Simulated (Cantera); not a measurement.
A closed system holds: 1 mol CF4, 0.54 mol F2, 8.5 mol H2, held at 28.0 mbar.

Method: chemical equilibrium by Gibbs-energy minimisation in Cantera with the NASA 1993 tables (ideal gas, pure condensed phases). Candidate condensed phases: C, C6H6, C7H8, C8H18; 95 gas species. Kinetics and transport are ignored.

What share of the C ends up in condensed phases as a function of T (°C), at 1352, 1427, 1502, 1577, 1652, 1727, 1802, 1877, 1952, 2027, 2102, 2177, 2252?


```csv
T (°C),C condensed (%),as
1352,99.9,C(graphite)
1427,99.9,C(graphite)
1502,99.8,C(graphite)
1577,99.7,C(graphite)
1652,99.5,C(graphite)
1727,99.1,C(graphite)
1802,98.5,C(graphite)
1877,97.7,C(graphite)
1952,96.6,C(graphite)
2027,95.0,C(graphite)
2102,93.0,C(graphite)
2177,90.3,C(graphite)
2252,86.9,C(graphite)
```
